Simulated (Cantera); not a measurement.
A Cantera script and what it prints.

```python
import numpy as np
import cantera as ct

gas_names = """
    CL CL2 H HCL H2 Si SiCL SiCL2 SiCL3 SiCL4 SiH SiHCL3 SiH2 SiH2CL2 SiH3 SiH3CL SiH4 Si2 Si3
""".split()
cond_names = """
    Si(cr) Si(L)
""".split()


# ... load() reads the species with a 1 bar reference pressure and builds the phases ...
atoms = {
    'SiHCl3': {'Si': 1, 'H': 1, 'CL': 3},
    'HCl': {'H': 1, 'CL': 1},
    'H2': {'H': 2},
}
top_T = {}  # K; cautious upper limits of use, not melting points


# ... equilibrate(T, P, feed) seeds the gas with the atoms and calls Mixture.equilibrate('TP', solver="vcs", rtol=1e-11, max_steps=5000) ...
results = []
feed = {'SiHCl3': 1, 'HCl': 0.13, 'H2': 42}  # mol
T = 1423  # K
for P in [100, 300, 880, 2600, 7700, 23000, 68000, 200000]:
    mix = equilibrate(T, P, feed)
    results.append((T, P, feed, dict(zip(mix.species_names, mix.species_moles))))

top = {s: max(r[3][s] / sum(r[3][g] for g in gas_names) for r in results) for s in gas_names}
cols = sorted((s for s in top if top[s] > 1e-06), key=lambda s: -top[s])[:6]
seen = [c for c in cond_names if any(r[3].get(c, 0) > 1e-12 for r in results)]
print("log10 of partial pressures in bar; condensed amounts in mol")
print(f"{'P/Pa':>10s}" + "".join(f"{s[:9]:>10s}" for s in cols + seen))
for T, P, feed, n in results:
    ng = sum(n[g] for g in gas_names)
    print(f"{P:10.4g}" + "".join(f"{np.log10(max(n[s] / ng * P / 1e5, 1e-99)):10.3f}" for s in cols)
          + "".join(f"{n.get(c, 0):10.4g}" for c in seen))
```

Output:

```
log10 of partial pressures in bar; condensed amounts in mol
      P/Pa        H2       HCL     SiCL2    SiHCL3     SiCL4     SiCL3    Si(cr)
       100    -3.028    -4.277    -5.048    -8.591    -8.730    -7.188    0.6015
       300    -2.551    -3.801    -4.573    -7.639    -7.779    -6.475    0.6007
       880    -2.083    -3.335    -4.108    -6.709    -6.851    -5.778    0.5989
      2600    -1.613    -2.868    -3.644    -5.777    -5.923    -5.082    0.5955
      7700    -1.141    -2.403    -3.186    -4.854    -5.007    -4.395    0.5884
   2.3e+04    -0.665    -1.942    -2.740    -3.947    -4.114    -3.726    0.5736
   6.8e+04    -0.193    -1.499    -2.326    -3.091    -3.287    -3.105    0.5447
     2e+05     0.277    -1.080    -1.958    -2.303    -2.550    -2.553     0.494
```

Equilibrium computed with Cantera from the NASA thermochemical tables; the gas is ideal and each condensed phase is pure. The tables' values for SiCl3 are old estimates; treat these amounts as uncertain.
